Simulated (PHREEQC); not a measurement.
Make-up at 51 °C: 0.086 mol/kgw NH4HF2, 0.0002 mol/kgw (NH4)2SiF6, 0.0024 mol/kgw HBF4 and 0.0058 mol/kgw HCl. Closed to the air; pH follows from the charge balance.

Computed with PHREEQC (ion-association model, phreeqc.dat).

Each row changes one thing in this solution. This is a speciation only: nothing precipitates in the calculation.

| case | pH | ionic strength (mol/kgw) | HF (mol/kgw) | F- (mol/kgw) | HF2- (mol/kgw) | BF3OH- (mol/kgw) | SI of Quartz (SiO2) |
|---|---|---|---|---|---|---|---|
| as made | 3.17 | 0.0874 | 0.0742 | 0.0595 | 0.0192 | 1.94e-5 | -9.00 |
| diluted 100-fold with water | 3.55 | 0.00116 | 0.000725 | 0.00109 | 3.45e-6 | 8.43e-8 | -2.07 |
| 0.00089 mol/kgw KHCO3 added | 3.18 | 0.0883 | 0.0733 | 0.0603 | 0.0192 | ___ | ___ |
| (NH4)2SiF6 from 0.0002 to 0.0001 mol/kgw | 3.17 | 0.0871 | 0.0742 | 0.0595 | 0.0192 | 1.94e-5 | ___ |
| NH4HF2 from 0.086 to 0.0774 mol/kgw | 3.16 | 0.0788 | 0.0687 | 0.0539 | 0.0161 | 2.10e-5 | -8.77 |
| temperature from 51 to 25 °C | ___ | 0.0879 | 0.0752 | 0.0614 | 0.0177 | ___ | -10.50 |

### Question
Fill in the missing entries.

### Answer

- 0.00089 mol/kgw KHCO3 added, BF3OH- (mol/kgw): 1.96e-5
- 0.00089 mol/kgw KHCO3 added, SI of Quartz (SiO2): -8.99
- (NH4)2SiF6 from 0.0002 to 0.0001 mol/kgw, SI of Quartz (SiO2): -9.30
- temperature from 51 to 25 °C, pH: 2.97
- temperature from 51 to 25 °C, BF3OH- (mol/kgw): 1.14e-5

Species that the database lacks are ignored. At this temperature some constants are extrapolated from 25 °C, and those without enthalpy data are left unchanged. SiF6-2 is the database's only silicon fluoride. Real BF4- forms and hydrolyses slowly; the run takes it at equilibrium.
